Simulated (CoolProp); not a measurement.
Acetone along the isobar 21.5 bar: Z from the reference equation and from simpler models built on Tc = 235.0 °C, pc = 46.92 bar, ω = 0.307; each cubic takes its own stable root.

The numbers come from the reference Helmholtz-energy equation of state, Lemmon 2006 in CoolProp. It is a short technical equation, of lower accuracy than the large ones.

| T (°C) | phase | reference | van der Waals | Redlich-Kwong | Soave-Redlich-Kwong |
|---|---|---|---|---|---|
| 186.55 | gas | 0.6600 | 0.7876 | 0.7431 | … |
| 194.05 | gas | 0.6924 | 0.7982 | 0.7592 | … |
| 201.65 | gas | 0.7192 | 0.8082 | 0.7738 | 0.7625 |
| 209.15 | gas | 0.7415 | … | 0.7869 | 0.7788 |
| 216.65 | gas | 0.7607 | 0.8256 | 0.7988 | 0.7934 |
| 224.15 | gas | 0.7775 | 0.8334 | 0.8097 | 0.8067 |
| 231.75 | gas | … | 0.8408 | 0.8198 | 0.8190 |
| 239.25 | gas | 0.8058 | 0.8476 | 0.8290 | 0.8300 |
| 246.75 | gas | … | 0.8539 | 0.8375 | 0.8402 |
| 254.25 | gas | 0.8286 | 0.8599 | 0.8455 | 0.8496 |
| 261.85 | gas | 0.8386 | 0.8656 | 0.8529 | 0.8584 |
| 269.35 | gas | 0.8476 | 0.8709 | 0.8598 | 0.8665 |
| 276.85 | gas | 0.8559 | 0.8760 | 0.8663 | … |

Problem. Some entries are withheld; supply them.

Solution. 
- 186.55, Soave-Redlich-Kwong: 0.7231
- 194.05, Soave-Redlich-Kwong: 0.7439
- 209.15, van der Waals: 0.8172
- 231.75, reference: 0.7925
- 246.75, reference: 0.8177
- 276.85, Soave-Redlich-Kwong: 0.8740
